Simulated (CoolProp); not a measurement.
Ethanol along the isotherm 346.85 °C: density (kg/m³) from the reference equation and from simpler models built on Tc = 241.6 °C, pc = 6268 kPa, ω = 0.644; each cubic takes its own stable root.

The numbers come from the reference Helmholtz-energy equation of state, Schroeder 2014 in CoolProp.

```json
[
 {"p (kPa)": "783", "phase": "gas", "reference": "7.106", "ideal gas": "6.997", "van der Waals": "7.168", "Redlich-Kwong": "7.175", "Soave-Redlich-Kwong": "7.128", "Peng-Robinson": "7.156"},
 {"p (kPa)": "1570", "phase": "gas", "reference": "14.48", "ideal gas": "14.03", "van der Waals": "14.75", "Redlich-Kwong": "14.77", "Soave-Redlich-Kwong": "14.57", "Peng-Robinson": "14.68"},
 {"p (kPa)": "2350", "phase": "gas", "reference": "22.03", "ideal gas": "21.00", "van der Waals": "22.68", "Redlich-Kwong": "22.72", "Soave-Redlich-Kwong": "22.22", "Peng-Robinson": "22.49"},
 {"p (kPa)": "3130", "phase": "gas", "reference": "29.85", "ideal gas": "27.97", "van der Waals": "31.09", "Redlich-Kwong": "31.14", "Soave-Redlich-Kwong": "30.18", "Peng-Robinson": "30.66"},
 {"p (kPa)": "3920", "phase": "gas", "reference": "38.07", "ideal gas": "35.03", "van der Waals": "40.18", "Redlich-Kwong": "40.21", "Soave-Redlich-Kwong": "38.55", "Peng-Robinson": "39.32"},
 {"p (kPa)": "4700", "phase": "gas", "reference": "46.51", "ideal gas": "42.00", "van der Waals": "49.82", "Redlich-Kwong": "49.76", "Soave-Redlich-Kwong": "47.14", "Peng-Robinson": "48.26"},
 {"p (kPa)": "5480", "phase": "gas", "reference": "55.31", "ideal gas": "48.97", "van der Waals": "60.24", "Redlich-Kwong": "59.97", "Soave-Redlich-Kwong": "56.07", "Peng-Robinson": "57.62"},
 {"p (kPa)": "6270", "phase": "supercritical", "reference": "64.65", "ideal gas": "56.03", "van der Waals": "71.76", "Redlich-Kwong": "71.08", "Soave-Redlich-Kwong": "65.45", "Peng-Robinson": "67.51"},
 {"p (kPa)": "7050", "phase": "supercritical", "reference": "74.33", "ideal gas": "63.00", "van der Waals": "84.28", "Redlich-Kwong": "82.89", "Soave-Redlich-Kwong": "75.05", "Peng-Robinson": "77.68"},
 {"p (kPa)": "7830", "phase": "supercritical", "reference": "84.54", "ideal gas": "69.97", "van der Waals": "98.18", "Redlich-Kwong": "95.61", "Soave-Redlich-Kwong": "84.98", "Peng-Robinson": "88.26"},
 {"p (kPa)": "8620", "phase": "supercritical", "reference": "95.48", "ideal gas": "77.03", "van der Waals": "113.9", "Redlich-Kwong": "109.5", "Soave-Redlich-Kwong": "95.34", "Peng-Robinson": "99.34"},
 {"p (kPa)": "9400", "phase": "supercritical", "reference": "107.0", "ideal gas": "84.01", "van der Waals": "131.3", "Redlich-Kwong": "124.2", "Soave-Redlich-Kwong": "105.9", "Peng-Robinson": "110.6"}
]
```
